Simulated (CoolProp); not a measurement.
The numbers come from the reference Helmholtz-energy equation of state, Lemmon 2016 in CoolProp.

### Question
Give the vapour pressure (bar), vapour density (kg/m³), enthalpy of vaporisation (kJ/kg) of saturated R227EA at 6.35, 83.15 °C.

### Answer
```tsv
T (°C)	p (bar)	vapour density (kg/m³)	enthalpy of vaporisation (kJ/kg)
6.35	2.46	19.8	121
83.15	19.9	194	63.8
```
